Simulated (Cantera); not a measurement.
Mixture: 5.38 % CH4, 19.9 % O2, 74.7 % N2, equivalence ratio 0.54, at 500000 Pa, adiabatic and at constant pressure. Ignition delay is the time to a rise of 400 K.

Model: GRI-Mech 3.0 (53 species, 325 reactions), integrated in Cantera.

Problem. Predict: delay at 1125 K; delay at 1200 K; delay at 1275 K; delay at 1350 K; delay at 1425 K; delay at 1500 K; apparent activation energy between 1350 and 1500 K.

Solution. 
```
Property                                                 Value
--------------------------------------------------  ----------
delay at 1125 K                                        20.4 ms
delay at 1200 K                                        7.41 ms
delay at 1275 K                                        2.92 ms
delay at 1350 K                                        1.23 ms
delay at 1425 K                                       0.553 ms
delay at 1500 K                                       0.266 ms
apparent activation energy between 1350 and 1500 K  170 kJ/mol
```
